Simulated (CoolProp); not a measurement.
A Linde-Hampson liquefier for ethane: isothermal reversible compression at 320 K from 1 atm to 40 MPa, throttling to 1 atm, return gas leaving the recuperator 10 K below the feed. Each further row changes one setting.

The numbers come from the reference Helmholtz-energy equation of state, Bücker 2006 in CoolProp.

| case | liquid yield per pass | compression work (kJ/kg of gas) |
|---|---|---|
| as stated | [?] | 414 |
| high pressure 80 MPa | [?] | [?] |
| warm-end temperature 350 K | [?] | [?] |
| warm-end gap 15 K | [?] | 414 |

Task: What belongs in the gaps?

Result: 
- as stated, liquid yield per pass: 0.446
- high pressure 80 MPa, liquid yield per pass: 0.395
- high pressure 80 MPa, compression work (kJ/kg of gas): 499
- warm-end temperature 350 K, liquid yield per pass: 0.376
- warm-end temperature 350 K, compression work (kJ/kg of gas): 482
- warm-end gap 15 K, liquid yield per pass: 0.439
